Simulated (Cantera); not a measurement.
Adiabatic ignition

An adiabatic, constant-volume homogeneous reactor starts with CH4 : H2 : O2 : N2 = 1 : 0.038 : 1.7 : 33.1 (molar parts), at 1450 K and 101000 Pa.

Detailed kinetics in Cantera: GRI-Mech 3.0 (53 species, 325 reactions).

```
t (s)     T (K)  P (bar)   x CH4     x H2      x O2    x C2H4     x HCN     x H2O     x HCO
--------  -----  -------  ------  -------  --------  --------  --------  --------  --------
3.00e-6    1450     1.01  0.0279  0.00106    0.0474    <1e-12    <1e-12   1.29e-9    <1e-12
1.14e-5    1450     1.01  0.0279  0.00106    0.0474    <1e-12    <1e-12   1.57e-8    <1e-12
4.34e-5    1450     1.01  0.0279  0.00106    0.0474  7.66e-12    <1e-12   9.75e-8    <1e-12
0.000165   1450     1.01  0.0279  0.00106    0.0474  6.58e-10    <1e-12   7.61e-7  1.27e-12
0.000628   1450     1.01  0.0279  0.00106    0.0474   8.93e-8    <1e-12   1.05e-5  5.68e-11
0.00239    1451     1.01  0.0276  0.00110    0.0473   1.21e-5    <1e-12  0.000215   3.78e-9
0.00909    2038     1.44  <1e-12  0.00734  0.000732    <1e-12  8.72e-12    0.0473   9.57e-9
0.0346     2079     1.47  <1e-12  0.00671   1.06e-5    <1e-12  2.52e-10    0.0495  9.29e-10
0.131      2079     1.47  <1e-12  0.00672   9.90e-6    <1e-12  2.92e-10    0.0495  8.99e-10
0.500      2079     1.47  <1e-12  0.00672   9.87e-6    <1e-12  3.34e-10    0.0495  8.99e-10
```
x: mole fraction; the columns are a selection and need not sum to one.

```
Quantity                                                             Value
---------------------------------  ---------------------------------------
time of steepest temperature rise                                  7.82 ms
temperature at 0.500 s                                              2079 K
equilibrium temperature                                             2079 K
x(CH4) at 0.500 s                    <1e-12 (gas-phase equilibrium <1e-12)
x(H2) at 0.500 s                   0.00672 (gas-phase equilibrium 0.00672)
x(O2) at 0.500 s                   9.87e-6 (gas-phase equilibrium 9.85e-6)
```
